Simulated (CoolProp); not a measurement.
Carbonyl sulfide at several states: fugacity coefficient from the reference equation and from simpler models built on Tc = 378.8 K, pc = 6369 kPa, ω = 0.098; each cubic takes its own stable root.

Values from CoolProp's reference Helmholtz-energy equation of state, Lemmon 2006. It is a short technical equation, of lower accuracy than the large ones.

| T (K) | p (kPa) | phase | reference |
|---|---|---|---|
| 416.9 | 24700 | supercritical | 0.3809 |
| 496 | 547 | gas | 0.9879 |
| 316 | 572 | gas | 0.9480 |
| 502.1 | 3890 | gas | 0.9196 |

How far does each simpler model (van der Waals, Redlich-Kwong, Soave-Redlich-Kwong, Peng-Robinson) lie from the reference over these 4 states: mean and median of the absolute difference, and the worst?


- van der Waals: mean 2.7 %, median 1.0 %, worst +8.8 % at 416.9 K and 24700 kPa
- Redlich-Kwong: mean 0.9 %, median 0.4 %, worst +3.0 % at 416.9 K and 24700 kPa
- Soave-Redlich-Kwong: mean 1.5 %, median 0.1 %, worst +5.7 % at 416.9 K and 24700 kPa
- Peng-Robinson: mean 1.2 %, median 0.9 %, worst -2.7 % at 416.9 K and 24700 kPa
